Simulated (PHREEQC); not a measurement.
0.2 g of hydrous ferric oxide (600 m²/g; 0.2 weak and 0.005 strong sites per Fe, Dzombak-Morel constants, diffuse double layer) in 1 kg of water with 0.001 mol/kgw of an inert sodium salt and 0.0068 mmol/kgw CuCl2 and 0.0062 mmol/kgw SrCl2, at 25 °C; the pH is set by adding NaOH or the inert anion's acid. Oxygen is held at 0.21 atm. CO2 from the air is kept out. Nothing may precipitate in this run.

Computed with PHREEQC (ion-association model, wateq4f.dat).

```tsv
pH	Cu sorbed (%)	Sr sorbed (%)	surface charge σ (C/m²)	surface potential ψ (mV)
3	0.0	0.0	0.256	232
3.5	0.2	0.0	0.178	224
4	1.6	0.0	…	209
4.5	10.3	0.0	…	191
5	43.2	0.0	0.052	169
5.5	83.5	0.0	0.032	146
6	97.6	0.0	0.019	121
6.5	…	0.0	0.011	93
7	99.9	0.3	0.006	65
7.5	99.9	2.4	0.003	37
8	99.9	16.5	0.001	8
8.5	99.9	…	-0.001	-19
9	99.9	88.0	-0.004	-47
```

Task: Complete the blanks.

Result: 
- 4, surface charge σ (C/m²): 0.121
- 4.5, surface charge σ (C/m²): 0.080
- 6.5, Cu sorbed (%): 99.7
- 8.5, Sr sorbed (%): 54.7

Complexes and solids missing from the database can't appear. The database's constant for dissolved Cu(OH)2 is higher than later reviews accept. The oxide is taken as insoluble; below pH 4 it would dissolve.
